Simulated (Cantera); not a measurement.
Input: 1 mol TEOS, 0.55 mol H2O, 3.3 mol N2, equilibrated at 2098.15 K and 0.100 bar.

Method: chemical equilibrium by Gibbs-energy minimisation in Cantera with the NASA 1993 tables (ideal gas, pure condensed phases). Candidate condensed phases: C, C6H6, C7H8, C8H18, H2O, Si, SiC, SiO2, Si2N2O, Si3N4; 151 gas species. The feed counts by its element totals alone. Kinetics and transport are ignored.

Base state: H2 0.563, CO 0.244, N2 0.175, H 0.00731, HCN 0.00669, SiO 0.00282, C2H2 (acetylene) 0.000804, HNC 0.000450 (mole fractions); condensed: C(graphite) + SiC(s).

**Question.** What changes in the equilibrium state with this change: TEOS replaced by SiH2Cl2?

**Answer.** 
```csv
species,before,after
N2,0.175,0.514
HCl,0,0.168
H2,0.563,0.156
CO,0.244,0
SiCl2,0,0.0677
SiO,0.00282,0.0857
HCN,0.00669,0
Cl,0,0.00305
"C(graphite), mol",2.39,0
"SiC(s), mol",0.945,0
```
The tables' values for SiCl3, SiCl, SiN are old estimates; treat these amounts as uncertain. Further candidate phases: NH4Cl.

**Question.** What changes in the equilibrium state with this change: pressure from 0.100 bar to 0.210 bar?

**Answer.** 
```tsv
species	before	after
H2	0.563	0.565
CO	0.244	0.244
N2	0.175	0.175
H	0.00731	0.00505
SiO	0.00282	0.00282
CH4	1.05e-5	2.22e-5
Si	0.000101	4.83e-5
SiH	1.31e-5	9.05e-6
C2H2 (acetylene)	0.000804	0.000807
HNC	0.000450	0.000451
C(graphite), mol	2.39	2.39
SiC(s), mol	0.945	0.947
```
